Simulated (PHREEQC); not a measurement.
Solution (25 °C): 0.02 mol/kgw HF, 0.055 mol/kgw H2SiF6, 0.05 mol/kgw H3BO3 and 0.02 mol/kgw HNO3. Closed to the air; pH follows from the charge balance.

Equilibrium calculation in PHREEQC: ion-association model, wateq4f.dat.

This is a speciation only: nothing precipitates in the calculation.

Question: What pH does the model give?

Answer: pH 0.99.

Question: In which forms is B present?

Answer: H3BO3 50 %, BF4- 47 %, BF3OH- 2.7 %, BF2(OH)2- 0.6 % of the B.

Examples of supersaturated solids here: SiO2(a), Quartz (slow to form). Others may be too. SiF6-2 is the database's only silicon fluoride. Real BF4- forms and hydrolyses slowly; the run takes it at equilibrium.
